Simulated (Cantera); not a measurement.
An isothermal, constant-pressure homogeneous reactor starts with CH₄ : CO₂ = 1 : 3.6 (molar parts), at 2050 K and 16.0 bar.

Cantera simulation using GRI-Mech 3.0 (53 species, 325 reactions); the numbers are that mechanism's predictions, not measurements. The pressure lies above the range GRI-Mech 3.0 was tuned for (to about 10 atm).

One state of this run: x CH₄ = 2.55e-8; x CO₂ = 0.197; x H = 0.000186; x H₂O₂ = 3.38e-10; x CH₃ = 8.76e-10; x O = 4.80e-8. x: mole fraction; the columns are a selection and need not sum to one.

Q: Which value of t (s) does it belong to?
(A) 80.0
(B) 1.15e-5
(C) 2.00e-6
(D) 0.000382

A: A, 80.0
